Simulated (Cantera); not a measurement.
Input (Python, Cantera):

```python
import numpy as np
import cantera as ct

gas = ct.Solution("gri30.yaml")
gas.TPX = 1773, 19, {'C2H6': 1, 'N2': 120}
inlet = ct.Reservoir(gas, clone=True)

reactor = ct.IdealGasConstPressureReactor(gas, energy="off", clone=False)
exhaust = ct.Reservoir(gas, clone=True)
tau = [20, 6.1, 1.8, 0.55, 0.17, 0.05, 0.015, 0.0045][0]
for a, b in ((inlet, reactor), (reactor, exhaust)):
    ct.MassFlowController(a, b, mdot=lambda t: reactor.mass / tau)
net = ct.ReactorNet([reactor])
show = ['C2H6', 'HCN', 'H', 'CH2', 'C2H', 'H2']

rows = []
print(f"{'tau/s':>10s}{'T/K':>9s}" + "".join(f"{s:>11s}" for s in show))
for tau in [20, 6.1, 1.8, 0.55, 0.17, 0.05, 0.015, 0.0045]:
    net.initial_time = 0.0
    net.advance(30 * tau)
    before = gas.X
    net.advance(40 * tau)
    drift = np.max(np.abs(gas.X - before) / (gas.X + 1e-9))
    rows.append([gas.T, *gas[show].X, drift])
    print(f"{tau:10.3e}{gas.T:9.1f}" + "".join(f"{x:11.3e}" for x in gas[show].X))
```

It prints:

```
     tau/s      T/K       C2H6        HCN          H        CH2        C2H         H2
 2.000e+01   1773.0  7.492e-06  3.065e-04  4.718e-04  7.177e-06  1.852e-06  1.484e-02
 6.100e+00   1773.0  2.356e-05  1.845e-04  5.553e-04  1.227e-05  2.207e-06  1.403e-02
 1.800e+00   1773.0  7.534e-05  1.072e-04  6.693e-04  2.016e-05  2.659e-06  1.269e-02
 5.500e-01   1773.0  2.298e-04  5.975e-05  7.876e-04  3.022e-05  3.014e-06  1.057e-02
 1.700e-01   1773.0  6.822e-04  2.944e-05  8.499e-04  3.985e-05  2.801e-06  7.419e-03
 5.000e-02   1773.0  2.010e-03  9.725e-06  7.227e-04  4.055e-05  1.362e-06  3.504e-03
 1.500e-02   1773.0  4.641e-03  1.096e-06  3.377e-04  2.162e-05  6.808e-08  7.677e-04
 4.500e-03   1773.0  6.902e-03  4.518e-09  4.093e-05  2.639e-06  1.410e-11  3.513e-05
```

Detailed kinetics in Cantera: GRI-Mech 3.0 (53 species, 325 reactions). GRI-Mech 3.0 stops at C3 and has no aromatics, soot or wall deposition, so with more carbon than oxygen in the feed, carbon stays in small species such as C2H2 where larger ones or solid carbon would form. Radical loss at walls, strong at low pressure, is not modelled.
